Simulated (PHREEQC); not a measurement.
Make-up at 45 °C: 7.5 mmol/kgw HF, 12 mmol/kgw NiCl2 and 7.6 mmol/kgw MnSO4. Closed to the air; pH follows from the charge balance.

Equilibrium calculation in PHREEQC: ion-association model, wateq4f.dat.

Precipitation was switched off in this run.

Question: Predict the pH, ionic strength.

Answer: pH 2.83; ionic strength 0.0542 mol/kgw.

Question: In which forms is Ni present?

Answer: Ni+2 82 %, NiSO4 14 %, NiCl+ 2.1 %, NiF+ 1.4 % of the Ni.

Constants without temperature data keep their 25 °C values here.
